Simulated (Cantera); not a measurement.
What does this Cantera script print?

```python
import numpy as np
import cantera as ct

gas_names = """
    C CH CH2 CH3 CH2OH CH3O CH4 CH3OH CN CO CO2 COOH C2 C2H CHCO,ketyl C2H2,acetylene C2H2,vinylidene
    CH2CO,ketene C2H3,vinyl CH3CN CH3CO,acetyl C2H4 C2H4O,ethylen CH3CHO,ethanal CH3COOH (HCOOH)2 C2H5
    C2H6 CH3OCH3 C2H5OH CCN CNC C2N2 C2O C3 C3H3,propargyl C3H4,allene C3H4,propyne C3H4,cyclo-
    C3H5,allyl C3H6,propylene C3H6,cyclo- C3H6O C3H7,n-propyl C3H7,i-propyl C3H8 C3H8O,1propanol
    C3H8O,2propanol C3O2 C4 C4H2 C4H4,1,3-cyclo- C4H6,butadiene C4H6,2-butyne C4H6,cyclo- C4H8,1-butene
    C4H8,cis2-buten C4H8,tr2-butene C4H8,isobutene C4H8,cyclo- (CH3COOH)2 C4H9,n-butyl C4H9,i-butyl
    C4H9,s-butyl C4H9,t-butyl C4H10,isobutane C4H10,n-butane C4N2 C5 C5H6,1,3cyclo- C5H8,cyclo-
    C5H10,1-pentene C5H10,cyclo- C5H11,pentyl C5H11,t-pentyl C5H12,n-pentane C5H12,i-pentane
    CH3C(CH3)2CH3 C6H2 C6H5,phenyl C6H5O,phenoxy C6H6 C6H5OH,phenol C6H10,cyclo- C6H12,1-hexene
    C6H12,cyclo- C6H13,n-hexyl C7H7,benzyl C7H8 C7H8O,cresol C7H14,1-heptene C7H15,n-heptyl
    C7H16,n-heptane C8H8,styrene C8H10,ethylbenz C8H16,1-octene C8H17,n-octyl C8H18,isooctane
    C8H18,n-octane C9H19,n-nonyl C10H8,naphthale C10H21,n-decyl C12H9,o-bipheny C12H10,bipheny H HCN HCO
    HCCN HNC HNCO HNO HNO2 HNO3 HO2 H2 HCHO,formaldehy HCOOH H2O H2O2 N NCO NH NH2 NH3 NH2OH NO NO2 NO3
    N2 N2H2 N2H4 N2O O OH O2 O3
""".split()
cond_names = """
    C(gr) C6H6(L) C7H8(L) C8H18(L),n-octa H2O(s) H2O(L)
""".split()


def load(file, names, dense=False):
    # The tables refer to 1 bar. Condensed volumes are neglected.
    table = {s.name: s for s in ct.Species.list_from_file(file)}
    out = []
    for n in names:
        d = dict(table[n].input_data)
        d["thermo"] = dict(d["thermo"], **{"reference-pressure": 1e5})
        if dense:
            d["equation-of-state"] = {"model": "constant-volume", "density": "1e6 g/cm^3"}
        out.append(ct.Species.from_dict(d))
    return out


gas = ct.Solution(thermo="ideal-gas", species=load("nasa_gas.yaml", gas_names))
cond = {s.name: ct.Solution(thermo="fixed-stoichiometry", species=[s], name=s.name)
        for s in load("nasa_condensed.yaml", cond_names, dense=True)}
atoms = {
    'CO2': {'C': 1, 'O': 2},
    'H2O': {'H': 2, 'O': 1},
    'N2': {'N': 2},
    'H2': {'H': 2},
}
top_T = {'C(gr)': 4500}  # K; cautious upper limits of use, not melting points


def equilibrate(T, P, feed):
    n = {}
    for name, mol in feed.items():
        for a, k in atoms[name].items():
            n[a] = n.get(a, 0.0) + k * mol
    gas.TPX = T, P, n
    mass = sum(n.values()) * gas.mean_molecular_weight
    gas.equilibrate("TP")
    valid = [c for c in cond.values() if c.min_temp <= T <= top_T.get(c.name, c.max_temp)]
    mix = ct.Mixture([(gas, mass / gas.mean_molecular_weight)] + [(c, 0.0) for c in valid])
    mix.T, mix.P = T, P
    mix.equilibrate("TP", solver="vcs", rtol=1e-11, max_steps=5000)
    return mix


results = []
feed = {'CO2': 1, 'H2O': 5.8, 'N2': 44, 'H2': 0.56}  # mol
P = 133.322  # Pa
for T in [1373, 1473, 1573, 1673, 1773, 1873, 1973]:
    mix = equilibrate(T, P, feed)
    results.append((T, P, feed, dict(zip(mix.species_names, mix.species_moles))))

top = {s: max(r[3][s] / sum(r[3][g] for g in gas_names) for r in results) for s in gas_names}
cols = sorted((s for s in top if top[s] > 0.001), key=lambda s: -top[s])[:7]
seen = [c for c in cond_names if any(r[3].get(c, 0) > 1e-12 for r in results)]
print("log10 of partial pressures in bar; condensed amounts in mol")
print(f"{'T/K':>10s}" + "".join(f"{s[:9]:>10s}" for s in cols + seen))
for T, P, feed, n in results:
    ng = sum(n[g] for g in gas_names)
    print(f"{T:10.4g}" + "".join(f"{np.log10(max(n[s] / ng * P / 1e5, 1e-99)):10.3f}" for s in cols)
          + "".join(f"{n.get(c, 0):10.4g}" for c in seen))
```

It prints:

```
log10 of partial pressures in bar; condensed amounts in mol
       T/K        N2       H2O       CO2        H2        CO         H        OH
      1373    -2.942    -3.813    -4.646    -4.952    -5.472    -7.954    -8.562
      1473    -2.942    -3.812    -4.655    -4.970    -5.419    -7.383    -7.809
      1573    -2.942    -3.811    -4.662    -4.986    -5.377    -6.884    -7.151
      1673    -2.942    -3.811    -4.670    -4.997    -5.338    -6.442    -6.573
      1773    -2.943    -3.813    -4.683    -4.986    -5.286    -6.039    -6.074
      1873    -2.944    -3.823    -4.712    -4.916    -5.191    -5.648    -5.666
      1973    -2.946    -3.846    -4.768    -4.791    -5.061    -5.265    -5.343
```

Cantera equilibrium calculation (NASA polynomials, part measured and part estimated; ideal gas, pure solids and liquids).
